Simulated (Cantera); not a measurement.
An isothermal, constant-pressure homogeneous reactor starts with 34.9 % H2, 39.7 % O2, 25.4 % N2, at 1200 K and 0.570 bar.

Model: the H2/O2 subset of GRI-Mech 3.0, which has no nitrogen chemistry, integrated in Cantera. The temperature is held fixed by assumption; the heat of reaction is taken as removed at once.

x: mole fraction; the columns are a selection and need not sum to one.

```tsv
t (s)	x H2	x O2	x OH	x H2O2	x O	x HO2	x H
0.000200	0.00183	0.270	0.000593	7.85e-6	0.000186	?	4.02e-5
0.000629	0.000340	0.269	0.000220	1.84e-6	2.33e-5	?	2.50e-6
0.00198	3.61e-5	0.269	0.000103	4.62e-7	3.59e-6	?	1.39e-7
0.00621	1.62e-6	0.269	5.00e-5	1.32e-7	7.45e-7	?	6.70e-9
0.0195	1.23e-7	0.269	2.59e-5	3.99e-8	2.00e-7	?	7.43e-10
0.0614	3.44e-8	0.269	1.43e-5	1.31e-8	6.15e-8	?	1.34e-10
0.193	1.60e-8	0.269	8.92e-6	5.39e-9	2.41e-8	2.77e-8	4.17e-11
0.607	1.38e-8	0.269	7.59e-6	4.00e-9	1.75e-8	2.88e-8	3.11e-11
1.91	1.38e-8	0.269	7.56e-6	3.97e-9	1.73e-8	2.89e-8	3.09e-11
6.00	1.38e-8	0.269	7.56e-6	3.97e-9	1.73e-8	2.89e-8	3.09e-11
```

Problem. What belongs in the gaps?

Solution. 
- 0.000200, x HO2: 7.65e-5
- 0.000629, x HO2: 1.85e-5
- 0.00198, x HO2: 2.54e-6
- 0.00621, x HO2: 2.86e-7
- 0.0195, x HO2: 6.94e-8
- 0.0614, x HO2: 3.19e-8
